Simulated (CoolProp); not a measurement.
Vapour-liquid equilibrium of R22 (1) + dimethyl ether (2) at -21.95 °C; x and y are mole fractions of (1).

Computed with CoolProp (multi-fluid Helmholtz-energy mixture model, Kamei 1995 and Wu 2011; pair parameters Bell 2016).

```
x     bubble pressure, mixture model (MPa)  bubble pressure, Raoult's law (MPa)  y, mixture model  y, Raoult's law
----  ------------------------------------  -----------------------------------  ----------------  ---------------
0.05                                0.1129                               0.1201             0.038            0.095
0.2                                      …                               0.1370                 …            0.332
0.35                                     …                               0.1540             0.391            0.517
0.5                                 0.1201                               0.1709             0.626            0.665
0.65                                0.1423                               0.1879             0.824            0.787
0.8                                 0.1769                               0.2048             0.942            0.888
0.95                                0.2159                               0.2218                 …            0.974
```

Question: What belongs in the gaps?

Answer: 
- 0.2, bubble pressure, mixture model (MPa): 0.1095
- 0.2, y, mixture model: 0.186
- 0.35, bubble pressure, mixture model (MPa): 0.1104
- 0.95, y, mixture model: 0.992

The largest gap from Raoult's law is -29.7 % in bubble pressure, at x = 0.5. y crosses x between x = 0.2 and 0.35: the model has an azeotrope there.

The pair parameters rest on a limited set of measurements; away from them the model extrapolates.
